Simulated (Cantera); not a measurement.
An isothermal, constant-pressure homogeneous reactor starts with CH4 : H2 = 1 : 63 (molar parts), at 1750 K and 9.75 Torr. Integrator tolerance rtol = 1e-08.

Model: GRI-Mech 3.0 (53 species, 325 reactions), integrated in Cantera. GRI-Mech 3.0 stops at C3 and has no aromatics, soot or wall deposition, so with more carbon than oxygen in the feed, carbon stays in small species such as C2H2 where larger ones or solid carbon would form. Radical loss at walls, strong at low pressure, is not modelled.

Question: What does this change do: pressure from 9.75 Torr to 4.43 Torr?

Answer: 
```json
[
 {"quantity": "x(CH4) at 10.0 s", "before": "0.000687 (gas-phase equilibrium 9.46e-5)", "after": "0.000861 (gas-phase equilibrium 4.30e-5)"},
 {"quantity": "x(H2) at 10.0 s", "before": "0.990 (gas-phase equilibrium 0.990)", "after": "0.989 (gas-phase equilibrium 0.989)"},
 {"quantity": "x(C2H2) at 10.0 s", "before": "0.00733 (gas-phase equilibrium 0.00763)", "after": "0.00723 (gas-phase equilibrium 0.00766)"},
 {"quantity": "x(C2H4) at 10.0 s", "before": "3.21e-6 (gas-phase equilibrium 3.26e-6)", "after": "1.58e-6 (gas-phase equilibrium 1.48e-6)"},
 {"quantity": "x(CH2) at 10.0 s", "before": "6.20e-8 (gas-phase equilibrium 8.80e-9)", "after": "1.57e-7 (gas-phase equilibrium 8.81e-9)"},
 {"quantity": "x(C2H) at 10.0 s", "before": "1.05e-7 (gas-phase equilibrium 1.11e-7)", "after": "1.48e-7 (gas-phase equilibrium 1.65e-7)"}
]
```
